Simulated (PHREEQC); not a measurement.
## Polishing slurry liquid

Dissolve 0.0016 mol K2CO3, 1.2e-05 mol H4SiO4 and 4.6e-05 mol KH2PO4 per kg of water at 25 °C. Closed to the air; pH follows from the charge balance.

Equilibrium calculation in PHREEQC: ion-association model, phreeqc.dat.

Each row changes one thing in this solution. This is a speciation only: nothing precipitates in the calculation.

| case | pH | ionic strength (mol/kgw) | HPO4-2 (mol/kgw) | H2PO4- (mol/kgw) |
|---|---|---|---|---|
| as made | 10.60 | 0.00441 | 4.46e-5 | 1.47e-8 |
| H4SiO4 left out | 10.60 | 0.00441 | 4.46e-5 | 1.45e-8 |
| H4SiO4 from 1.2e-05 to 1.2e-06 mol/kgw | 10.60 | 0.00441 | 4.46e-5 | 1.45e-8 |
| K2CO3 left out | 5.78 | 4.94e-5 | ___ | 4.43e-5 |
| 0.00034 mol/kgw Na2SiO3 added | 10.78 | 0.00520 | ___ | 9.34e-9 |
| H4SiO4 replaced by Na2SiO3 at the same molality | 10.61 | 0.00444 | 4.46e-5 | 1.43e-8 |
| H4SiO4 from 1.2e-05 to 2.4e-06 mol/kgw | 10.60 | 0.00441 | 4.46e-5 | 1.46e-8 |
| K2CO3 replaced by CO2 at the same molality | 4.58 | 7.28e-5 | 1.11e-7 | 4.57e-5 |
| KH2PO4 replaced by Na3PO4 at the same molality | 10.65 | 0.00453 | 4.45e-5 | ___ |

Q: Some entries are withheld; supply them.

A: 
- K2CO3 left out, HPO4-2 (mol/kgw): 1.69e-6
- 0.00034 mol/kgw Na2SiO3 added, HPO4-2 (mol/kgw): 4.40e-5
- KH2PO4 replaced by Na3PO4 at the same molality, H2PO4- (mol/kgw): 1.31e-8
